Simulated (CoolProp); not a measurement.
Saturation properties of carbonyl sulfide.

Values from CoolProp's reference Helmholtz-energy equation of state, Lemmon 2006. It is a short technical equation, of lower accuracy than the large ones.

```
T (°C)  p (MPa)  liquid density (kg/m³)  liquid cp (kJ/(kg K))  vapour Z  surface tension (mN/m)
------  -------  ----------------------  ---------------------  --------  ----------------------
-83.25  0.01610                    1243                  1.163    0.9924                    27.2
-73.65  0.02949                    1223                  1.165    0.9882                    25.3
-63.95  0.05100                    1203                  1.170    0.9825                    23.4
-54.35  0.08310                    1183                  1.177    0.9753                    21.5
-44.75   0.1293                    1163                  1.188    0.9662                    19.8
-35.15   0.1935                    1142                  1.201    0.9553                    18.0
-25.55   0.2796                    1120                  1.217    0.9422                    16.3
-15.85   0.3935                    1097                  1.236    0.9268                    14.6
-6.25    0.5375                    1074                  1.259    0.9093                    13.0
3.35     0.7175                    1050                  1.286    0.8894                    11.5
12.95    0.9384                    1024                  1.319    0.8669                   10.00
22.55     1.205                   997.4                  1.358    0.8417                    8.57
```

It boils at -50.2 °C under 1 atm.

Surface tension comes from a separate correlation (Mulero 2012).
